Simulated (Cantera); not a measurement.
Charge: 1 mol C3H6, 0.36 mol H2O, 0.26 mol N2, at 2375 K and 0.0150 bar.

Method: chemical equilibrium by Gibbs-energy minimisation in Cantera with the NASA 1993 tables (ideal gas, pure condensed phases). Candidate condensed phases: C, C6H6, C7H8, C8H18, H2O; 136 gas species. Kinetics and transport are ignored.

Base state: H2 0.742, H 0.0992, CO 0.0860, N2 0.0563, HCN 0.0104, C2H2 (acetylene) 0.00461, HNC 0.00105, CN 6.69e-5 (mole fractions); condensed: C(graphite).

Task: What changes in the equilibrium state with this change: pressure from 0.0150 bar to 0.380 bar?

Result: 
```
species            before    after
----------------  -------  -------
H2                  0.742    0.814
CO                 0.0860   0.0895
N2                 0.0563   0.0585
H                  0.0992   0.0206
HCN                0.0104   0.0111
CH4               1.54e-6  4.68e-5
CH3               3.80e-6  2.19e-5
CN                6.69e-5  1.35e-5
C2H               3.34e-5  6.96e-6
C2H2 (acetylene)  0.00461  0.00505
C(graphite), mol     2.55     2.55
```
